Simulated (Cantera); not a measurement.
**Premixed flame**

A freely propagating, adiabatic, planar premixed flame of H₂ : O₂ : N₂ = 1 : 0.294 : 0.89 (molar parts), equivalence ratio 1.7, unburnt at 350 K and 3750 Torr; mixture-averaged transport, grid criteria slope 0.08 and curve 0.16, no radiation.

Detailed kinetics in Cantera: the H2/O2 subset of GRI-Mech 3.0, which has no nitrogen chemistry. The hydrogen kinetics of GRI-Mech 3.0 are dated; newer H2 mechanisms differ, most at raised pressure. Burning velocities carry a grid error of a few per cent, more on coarse grids.

```tsv
z (mm)	T (K)	u (m/s)	x H₂	x O₂	x H₂O	x H₂O₂	x H	x O
-0.130	350	4.77	0.458	0.135	<1e-8	<1e-8	<1e-8	<1e-8
-0.0865	350	4.77	0.458	0.135	1.24e-8	<1e-8	<1e-8	<1e-8
-0.0649	350	4.77	0.458	0.135	1.50e-7	<1e-8	<1e-8	<1e-8
-0.0433	351	4.78	0.457	0.135	6.32e-6	7.79e-8	<1e-8	4.14e-8
-0.0216	401	5.36	0.446	0.137	0.00119	2.01e-5	2.75e-6	3.82e-6
-0.0108	736	9.43	0.405	0.131	0.0267	0.000152	0.00232	0.000192
0	1218	15.1	0.333	0.102	0.0980	6.20e-5	0.0184	0.00160
0.0108	1565	19.2	0.259	0.0567	0.186	6.56e-6	0.0408	0.00336
0.0216	1761	21.5	0.213	0.0246	0.246	2.74e-6	0.0537	0.00317
0.0433	1935	23.5	0.190	0.00450	0.285	1.29e-6	0.0545	0.00195
0.0865	2072	24.9	0.192	0.000909	0.295	6.37e-7	0.0422	0.00116
0.173	2186	26.1	0.199	0.000408	0.300	3.40e-7	0.0288	0.000600
0.346	2272	27.0	0.204	0.000176	0.305	1.78e-7	0.0182	0.000258
```
x: mole fraction of selected species; z is measured from the peak of heat release.

The laminar burning velocity comes out as 477 cm/s and the thermal thickness is 0.0433 mm. The peak x(H₂O₂) comes out as 0.000153 and the peak x(H) is 0.0565. The peak x(O) is 0.00347 and the grid points is 115.
